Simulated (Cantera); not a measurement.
A perfectly stirred reactor is fed with NO : N2 = 1 : 4.9 (molar parts), at 465 Torr; it is held at 1748 K, and followed from long to short residence time.

Cantera simulation using GRI-Mech 3.0 (53 species, 325 reactions); the numbers are that mechanism's predictions, not measurements.

One state of this run: x NO = 0.150; x N2O = 9.01e-6; x O2 = 0.00954; x N2 = 0.840; x O = 1.00e-5. x: mole fraction; the columns are a selection and need not sum to one.

Q: Which value of τ (s) does it belong to?
A) 0.0046
B) 0.070
C) 4.1
D) 0.0012

A: C, 4.1
